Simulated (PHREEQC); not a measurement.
**Buffer (model solution)**

A solution holds 62 mmol/kgw HF, 21 mmol/kgw Na2SO4 and 33 mmol/kgw NaCl, at 25 °C. Closed to the air; pH follows from the charge balance.

Computed with PHREEQC (ion-association model, phreeqc.dat).

```yaml
pH: 2.27
ionic_strength: 0.0943 mol/kgw
specific_conductance: 9310 µS/cm
density: 1.002 g/cm³
total_alkalinity: -62.0 meq/kg
```

```tsv
species	molality	activity	log γ
Na+	0.0727	0.0573	-0.103
HF	0.0502	0.0513	0.009
Cl-	0.0330	0.0254	-0.113
SO4-2	0.0151	0.00575	-0.420
F-	0.00839	0.00643	-0.116
H+	0.00642	0.00532	-0.082
HSO4-	0.00379	0.00297	-0.105
NaSO4-	0.00209	0.00165	-0.101
HF2-	0.00161	0.00127	-0.105
NaF	0.000208	0.000212	0.009
```

This is a speciation only: nothing precipitates in the calculation.
